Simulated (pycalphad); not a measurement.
Computed with pycalphad from the COST 507 light-alloy database (1999), at 1 atm. No gas phase is included, though pure Mn would boil below 2600 K. These are 1990s assessments: newer ones move some temperatures and phases. Not assessed as a whole: an extrapolation from subsystems, which can miss ternary compounds. Diffusion is slow at the low end, where real alloys seldom reach equilibrium.

Problem. How does the equilibrium phase assembly of Ti-0.87Si-12.2Mn (at.%) change on cooling from 2600 K to 500 K?

Solution. 
```csv
T (K),phases above,phases below
1765.2,LIQUID,BCC_A2 + LIQUID
1592.0,BCC_A2 + LIQUID,BCC_A2
989.7,BCC_A2,BCC_A2 + SITI3
907.4,BCC_A2 + SITI3,BCC_A2 + HCP_A3 + SITI3
827.2,BCC_A2 + HCP_A3 + SITI3,ALPHA_TIMN + HCP_A3 + SITI3
```
Changes were sought between steps of 100 K, so a narrower field can be missed.

Database names, with the compositions (at.%) that they take in these runs: SITI3: Ti 75 Si 25; ALPHA_TIMN: Ti 50 Mn 50. BCC_A2 is bcc; HCP_A3 is hcp.
